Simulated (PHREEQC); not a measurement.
A column of 0.1 m (40 cells, dispersivity 0.0035 m, 720 s a shift, diffusion coefficient 3e-10 m²/s) holds 0.00027 eq of the database's cation exchanger X per kg of pore water, first in equilibrium with 0.009 mol/kgw KCl, 0.00047 mol/kgw CaCl2, 0.042 mol/kgw SrCl2 and 1e-05 mol/kgw HCl. It is flushed with 0.00058 mol KBr and 1e-05 mol HCl per kg of water, at 25 °C. Values are for the last cell. The system is closed to CO2. Precipitation was switched off in this run.

Base run: PHREEQC, ion-association model, phreeqc.dat. Each further column changes one thing. The table gives Ca in solution (mol/kgw).

```tsv
pore volumes	base	exchange capacity from 0.00027 to 0.00014 eq/kgw	dispersivity from 0.0035 to 0.007 m
0	0.000470	0.000470	0.000470
0.3125	0.000470	0.000470	0.000470
0.7125	0.000411	0.000411	0.000364
1.012	0.000201	0.000201	0.000195
1.312	5.81e-5	5.80e-5	8.29e-5
1.712	7.13e-6	7.05e-6	2.22e-5
2.013	1.46e-6	1.35e-6	7.77e-6
2.312	4.70e-7	3.69e-7	2.73e-6
2.712	2.19e-7	1.48e-7	7.95e-7
3.013	1.59e-7	1.02e-7	4.02e-7
```
